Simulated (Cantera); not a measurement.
# Silicon etching in halogen gases: Si + Br2 + N2 + HBr

Charge: 1 mol Si, 0.89 mol Br2, 0.99 mol N2, 1.2 mol HBr.

Cantera equilibrium calculation (NASA polynomials, part measured and part estimated; ideal gas, pure solids and liquids). Candidate condensed phases: Br2, Si, Si3N4; 28 gas species. N2 is the only nitrogen source here; it is nearly inert below about 1500 K, so the nitride shown seldom forms there in practice. The tables' values for SiBr3 are old estimates. Equilibrium is a limit: real reactors are often held back by kinetics, nucleation or transport.

### Question
Map the stable condensed phases over T = 1223, 1248, 1273, 1298, 1323, 1348, 1373, 1398, 1423, 1448, 1473, 1498, 1523, 1548 K and P in Pa = 1, 5.2, 27, 140, 720, 3700, 19000, 100000.

### Answer
```
T in K \ P in Pa
              1    5.2     27    140    720   3700  19000 100000
   1548       A      B      B      B      B      C      C      C
   1523       A      B      B      B      C      C      C      C
   1498       A      B      B      B      C      C      C      C
   1473       B      B      B      B      C      C      C      C
   1448       B      B      B      C      C      C      C      C
   1423       B      B      B      C      C      C      C      C
   1398       B      B      B      C      C      C      C      C
   1373       B      B      C      C      C      C      C      C
   1348       B      B      C      C      C      C      C      C
   1323       B      C      C      C      C      C      C      C
   1298       B      C      C      C      C      C      C      C
   1273       C      C      C      C      C      C      C      C
   1248       C      C      C      C      C      C      C      C
   1223       C      C      C      C      C      C      C      C
```
A: Si; B: gas only; C: Si3N4.
